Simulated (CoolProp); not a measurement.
Vapour-liquid equilibrium of CHF3 (R23) (1) + propylene (2) at 213 kPa; x and y are mole fractions of (1).

The numbers come from the multi-fluid Helmholtz-energy mixture model, Penoncello 2003 and Lemmon 2013; pair parameters Bell 2016 in CoolProp.

**Question.** Give the bubble temperature and the first vapour's composition at x = 0.25, 0.65, 0.85. Is there an azeotrope?

**Answer.** x = 0.25: -60.1 °C, y = 0.778; x = 0.65: -66.2 °C, y = 0.872; x = 0.85: -67.4 °C, y = 0.914. No azeotrope shows between x = 0.05 and 0.95.

The pair parameters rest on a limited set of measurements; away from them the model extrapolates. With so large a gap from Raoult's law the liquid may split in two, which this calculation doesn't test in full.
